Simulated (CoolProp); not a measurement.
n-perfluoropentane along the isotherm 500 K: density (kg/m³) from the reference equation and from simpler models built on Tc = 421.0 K, pc = 20.63 bar, ω = 0.436; each cubic takes its own stable root.

Model: reference Helmholtz-energy equation of state, Gao 2022, in CoolProp.

| p (bar) | phase | reference |
|---|---|---|
| 0.316 | gas | 2.195 |
| 0.511 | gas | 3.556 |
| 0.825 | gas | 5.757 |
| 1.33 | gas | 9.323 |
| 2.15 | gas | 15.18 |
| 3.48 | gas | 24.87 |
| 5.62 | gas | 40.97 |
| 9.09 | gas | 68.54 |
| 14.7 | gas | 117.5 |
| 23.7 | supercritical | 209.9 |
| 38.3 | supercritical | 402.2 |
| 61.9 | supercritical | 727.2 |
| 100 | supercritical | 960.8 |

How far does each simpler model (Redlich-Kwong, Soave-Redlich-Kwong, Peng-Robinson) lie from the reference over these 13 states: mean and median of the absolute difference, and the worst?


- Redlich-Kwong: mean 2.3 %, median 0.7 %, worst +12.9 % at 500 K and 38.3 bar
- Soave-Redlich-Kwong: mean 2.1 %, median 0.2 %, worst -10.8 % at 500 K and 61.9 bar
- Peng-Robinson: mean 0.8 %, median 0.4 %, worst -4.3 % at 500 K and 61.9 bar
